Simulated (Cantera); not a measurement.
Adiabatic ignition

An adiabatic, constant-volume homogeneous reactor starts with 6.43 % CH3OH, 19.7 % O2, 73.9 % N2, equivalence ratio 0.49, at 1600 K and 2.70 bar.

Model: GRI-Mech 3.0 (53 species, 325 reactions), integrated in Cantera. GRI-Mech 3.0 was tuned for natural gas; its chemistry of methanol as a main component is partial and can be far from experiment.

```
t (s)     T (K)  P (bar)  x CH3OH    x O2     x H2O    x C2H2    x HCO
--------  -----  -------  -------  ------  --------  --------  -------
8.00e-6    1600     2.70   0.0636   0.196  0.000326  1.38e-10  5.26e-8
2.33e-5    1613     2.73   0.0586   0.193   0.00349  9.14e-10  1.77e-6
6.76e-5    2666     4.72   <1e-12  0.0953     0.110    <1e-12  9.91e-9
0.000196   2714     4.79   <1e-12  0.0938     0.112    <1e-12  5.95e-9
0.000571   2706     4.77   <1e-12  0.0915     0.112    <1e-12  5.66e-9
0.00166    2693     4.75   <1e-12  0.0878     0.113    <1e-12  5.24e-9
0.00482    2687     4.74   <1e-12  0.0861     0.113    <1e-12  5.05e-9
0.0140     2687     4.74   <1e-12  0.0860     0.113    <1e-12  5.04e-9
0.0407     2687     4.74   <1e-12  0.0860     0.113    <1e-12  5.04e-9
0.118      2687     4.74   <1e-12  0.0860     0.113    <1e-12  5.04e-9
0.344      2687     4.74   <1e-12  0.0860     0.113    <1e-12  5.04e-9
1.00       2687     4.74   <1e-12  0.0860     0.113    <1e-12  5.04e-9
```
x: mole fraction; the columns are a selection and need not sum to one.

The time of steepest temperature rise is 46.3 µs and the temperature at 1.00 s is 2687 K. The equilibrium temperature is 2687 K. The x(CH3OH) at 1.00 s comes out as <1e-12 (gas-phase equilibrium <1e-12), the x(O2) at 1.00 s is 0.0860 (gas-phase equilibrium 0.0860) and the x(H2O) at 1.00 s comes out as 0.113 (gas-phase equilibrium 0.113).
